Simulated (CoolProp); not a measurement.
A simple Rankine cycle with R236EA: condensing at 318.15 K, boiler at 1.12 MPa, turbine inlet 362.9 K, turbine efficiency 0.9, pump efficiency 0.8, no recuperator. Each further row changes one setting.

Model: reference Helmholtz-energy equation of state, Rui 2013, in CoolProp.

| case | thermal efficiency (%) | net work (kJ/kg) | heat in (kJ/kg) | turbine exit temperature (K) | volume ratio over the turbine |
|---|---|---|---|---|---|
| as stated | 8.3 | 14.6 | 176 | 335.3 | ? |
| turbine inlet 382.9 K | 8.2 | ? | ? | 356.7 | 2.97 |
| condensing temperature 310.15 K | ? | 18.2 | 186 | ? | 3.93 |
| boiler pressure 0.784 MPa | 5.7 | ? | 182 | ? | 2.04 |
| turbine efficiency 0.8 | 7.3 | ? | 176 | 337.1 | 3.09 |

Problem. What belongs in the gaps?

Solution. 
- as stated, volume ratio over the turbine: 3.07
- turbine inlet 382.9 K, net work (kJ/kg): 16.1
- turbine inlet 382.9 K, heat in (kJ/kg): 198
- condensing temperature 310.15 K, thermal efficiency (%): 9.8
- condensing temperature 310.15 K, turbine exit temperature (K): 329.9
- boiler pressure 0.784 MPa, net work (kJ/kg): 10.3
- boiler pressure 0.784 MPa, turbine exit temperature (K): 346.2
- turbine efficiency 0.8, net work (kJ/kg): 12.9
